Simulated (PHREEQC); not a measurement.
Make-up at 25 °C: 1.5 mmol/kgw CdCl2, 35 mmol/kgw Na2SO4 and 29 mmol/kgw H2SO4. Closed to the air; pH follows from the charge balance.

The numbers come from PHREEQC with the ion-association model, wateq4f.dat.

Each row changes one thing in this solution. Precipitation was switched off in this run.

```json
[
 {"case": "as made", "pH": "1.64", "ionic strength (mol/kgw)": "0.127", "Na+ (mol/kgw)": "0.0666", "HSO4- (mol/kgw)": "0.0299", "SO4-2 (mol/kgw)": "0.0297", "NaSO4- (mol/kgw)": "0.00339", "SI of Mirabilite (Na2SO4:10H2O)": "-3.47", "SI of Halite (NaCl)": "-5.53"},
 {"case": "Na2SO4 from 0.035 to 0.07 mol/kgw", "pH": "1.75", "ionic strength (mol/kgw)": "0.206", "Na+ (mol/kgw)": "0.130", "HSO4- (mol/kgw)": "0.0357", "SO4-2 (mol/kgw)": "[?]", "NaSO4- (mol/kgw)": "0.00980", "SI of Mirabilite (Na2SO4:10H2O)": "[?]", "SI of Halite (NaCl)": "-5.27"},
 {"case": "CdCl2 from 0.0015 to 0.00135 mol/kgw", "pH": "1.64", "ionic strength (mol/kgw)": "0.126", "Na+ (mol/kgw)": "0.0666", "HSO4- (mol/kgw)": "0.0300", "SO4-2 (mol/kgw)": "0.0297", "NaSO4- (mol/kgw)": "0.00340", "SI of Mirabilite (Na2SO4:10H2O)": "-3.47", "SI of Halite (NaCl)": "[?]"},
 {"case": "Na2SO4 from 0.035 to 0.35 mol/kgw", "pH": "2.08", "ionic strength (mol/kgw)": "0.815", "Na+ (mol/kgw)": "[?]", "HSO4- (mol/kgw)": "0.0468", "SO4-2 (mol/kgw)": "0.216", "NaSO4- (mol/kgw)": "[?]", "SI of Mirabilite (Na2SO4:10H2O)": "-1.16", "SI of Halite (NaCl)": "-4.70"},
 {"case": "0.0012 mol/kgw Ca(OH)2 added", "pH": "1.66", "ionic strength (mol/kgw)": "0.128", "Na+ (mol/kgw)": "0.0666", "HSO4- (mol/kgw)": "0.0288", "SO4-2 (mol/kgw)": "0.0301", "NaSO4- (mol/kgw)": "0.00343", "SI of Mirabilite (Na2SO4:10H2O)": "-3.47", "SI of Halite (NaCl)": "-5.53"},
 {"case": "H2SO4 from 0.029 to 0.0435 mol/kgw", "pH": "1.46", "ionic strength (mol/kgw)": "0.141", "Na+ (mol/kgw)": "0.0667", "HSO4- (mol/kgw)": "0.0443", "SO4-2 (mol/kgw)": "0.0299", "NaSO4- (mol/kgw)": "0.00329", "SI of Mirabilite (Na2SO4:10H2O)": "-3.49", "SI of Halite (NaCl)": "-5.54"}
]
```

Problem. Some entries are withheld; supply them.

Solution. 
- Na2SO4 from 0.035 to 0.07 mol/kgw, SO4-2 (mol/kgw): 0.0521
- Na2SO4 from 0.035 to 0.07 mol/kgw, SI of Mirabilite (Na2SO4:10H2O): -2.76
- CdCl2 from 0.0015 to 0.00135 mol/kgw, SI of Halite (NaCl): -5.58
- Na2SO4 from 0.035 to 0.35 mol/kgw, Na+ (mol/kgw): 0.586
- Na2SO4 from 0.035 to 0.35 mol/kgw, NaSO4- (mol/kgw): 0.114

The ionic strength passes 0.7 mol/kgw, the rough limit of the ion-association models, in Na2SO4 from 0.035 to 0.35 mol/kgw.
